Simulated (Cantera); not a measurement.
What does this Cantera script print?

```python
import numpy as np
import cantera as ct

gas_names = """
    H HNO HNO2 HNO3 HO2 H2 H2O H2O2 N NH NH2 NH3 NH2OH NO NO2 NO3 N2 N2H2 N2H4 N2O O OH O2 O3 Pb PbO Pb2
""".split()
cond_names = """
    H2O(s) H2O(L) Pb(cr) Pb(L) PbO(rd) PbO(yw) PbO(L) PbO2(s) Pb3O4(s)
""".split()


# ... load() reads the species with a 1 bar reference pressure and builds the phases ...
atoms = {
    'PbO': {'Pb': 1, 'O': 1},
    'H2': {'H': 2},
    'N2': {'N': 2},
}
top_T = {'Pb3O4(s)': 820}  # K; cautious upper limits of use, not melting points


# ... equilibrate(T, P, feed) seeds the gas with the atoms and calls Mixture.equilibrate('TP', solver="vcs", rtol=1e-11, max_steps=5000) ...
results = []
feed = {'PbO': 1, 'H2': 0.3, 'N2': 8}  # mol
P = 91  # Pa
for T in [548, 648, 748, 848, 948, 1048, 1148, 1248, 1348, 1448, 1548, 1648]:
    mix = equilibrate(T, P, feed)
    results.append((T, P, feed, dict(zip(mix.species_names, mix.species_moles))))

top = {s: max(r[3][s] / sum(r[3][g] for g in gas_names) for r in results) for s in gas_names}
cols = sorted((s for s in top if top[s] > 1e-06), key=lambda s: -top[s])[:6]
seen = [c for c in cond_names if any(r[3].get(c, 0) > 1e-12 for r in results)]
print("log10 of partial pressures in bar; condensed amounts in mol")
print(f"{'T/K':>10s}" + "".join(f"{s[:9]:>10s}" for s in cols + seen))
for T, P, feed, n in results:
    ng = sum(n[g] for g in gas_names)
    print(f"{T:10.4g}" + "".join(f"{np.log10(max(n[s] / ng * P / 1e5, 1e-99)):10.3f}" for s in cols)
          + "".join(f"{n.get(c, 0):10.4g}" for c in seen))
```

Output:

```
log10 of partial pressures in bar; condensed amounts in mol
       T/K        N2        Pb       PbO       H2O        O2        NO    Pb(cr)     Pb(L)   PbO(rd)   PbO(yw)
       548    -3.057   -12.883   -18.663    -4.483   -31.377   -25.267       0.3         0       0.7         0
       648    -3.057   -10.075   -14.476    -4.483   -24.930   -20.700         0       0.3       0.7         0
       748    -3.057    -8.058   -11.430    -4.483   -20.169   -17.335         0    0.2999       0.7         0
       848    -3.057    -6.524    -9.120    -4.483   -16.548   -14.772         0    0.2972         0       0.7
       948    -3.059    -5.320    -7.310    -4.485   -13.703   -12.757         0     0.256         0    0.6996
      1048    -3.073    -4.499    -5.856    -4.499   -11.114   -10.989         0         0         0    0.6868
      1148    -3.083    -4.508    -4.664    -4.509    -7.619    -8.849         0         0         0    0.4898
      1248    -3.107    -4.487    -4.187    -4.533    -5.787    -7.612         0         0         0         0
      1348    -3.109    -4.401    -4.240    -4.535    -5.282    -7.076         0         0         0         0
      1448    -3.111    -4.301    -4.330    -4.538    -4.985    -6.684         0         0         0         0
      1548    -3.114    -4.217    -4.450    -4.542    -4.805    -6.382         0         0         0         0
      1648    -3.117    -4.155    -4.593    -4.547    -4.695    -6.141         0         0         0         0
```

Method: chemical equilibrium by Gibbs-energy minimisation in Cantera with the NASA 1993 tables (ideal gas, pure condensed phases).
